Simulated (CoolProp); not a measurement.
Vapour pressure (bar) of n-undecane: the reference equation beside estimates from Tc = 365.7 °C, pc = 19.90 bar, ω = 0.539.

Values from CoolProp's reference Helmholtz-energy equation of state, Aleksandrov 2011. It is a short technical equation, of lower accuracy than the large ones.

```csv
T (°C),reference,van der Waals,Redlich-Kwong,Soave-Redlich-Kwong
118.45,0.09412,1.955,0.5089,0.09138
125.65,0.1234,2.166,0.6110,0.1203
132.95,0.1604,2.395,0.7296,0.1570
140.15,0.2054,2.637,0.8627,0.2018
147.35,0.2602,2.894,1.013,0.2566
154.55,0.3263,3.167,1.182,0.3231
161.85,0.4067,3.461,1.373,0.4042
169.05,0.5008,3.768,1.583,0.4996
176.25,0.6117,4.093,1.815,0.6124
183.55,0.7433,4.440,2.075,0.7467
190.75,0.8941,4.800,2.356,0.9013
197.95,1.068,5.179,2.663,1.080
205.15,1.268,5.577,2.997,1.286
212.45,1.499,6.000,3.365,1.525
```

Absolute difference from the reference over all 14 rows, mean and median: van der Waals 858.9 and 701.7 %, Redlich-Kwong 247.5 and 226.8 %, Soave-Redlich-Kwong 1.3 and 1.3 %.
